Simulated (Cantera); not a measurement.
A perfectly stirred reactor is fed with H2 : O2 : N2 = 0.011 : 1 : 0.0069 (molar parts), equivalence ratio 0.0055, at 0.0207 atm; it is held at 1200 K, and followed from long to short residence time.

Model: GRI-Mech 3.0 (53 species, 325 reactions), integrated in Cantera. Radical loss at walls, strong at low pressure, is not modelled.

One state of this run: x H2 = 0.000733; x O2 = 0.975; x H = 0.000547; x OH = 0.00120; x H2O = 0.00921. x: mole fraction; the columns are a selection and need not sum to one.

Question: Which value of τ (s) does it belong to?
(A) 0.040
(B) 0.55
(C) 0.011
(D) 0.021

Answer: C, 0.011
